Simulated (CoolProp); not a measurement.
The numbers come from the reference Helmholtz-energy equation of state, McLinden 2020 in CoolProp.

Task: For R1336mzz(Z), give the phase and the cp (kJ/(kg K)), cv (kJ/(kg K)), speed of sound (m/s), isothermal compressibility (1/MPa) at 327 K and 0.0825 MPa; 327 K and 0.562 MPa.

Result: 
- 327 K and 0.0825 MPa: gas; cp 0.918, cv 0.857, speed of sound 129, isothermal compressibility 12.5
- 327 K and 0.562 MPa: liquid; cp 1.28, cv 0.947, speed of sound 528, isothermal compressibility 0.00377
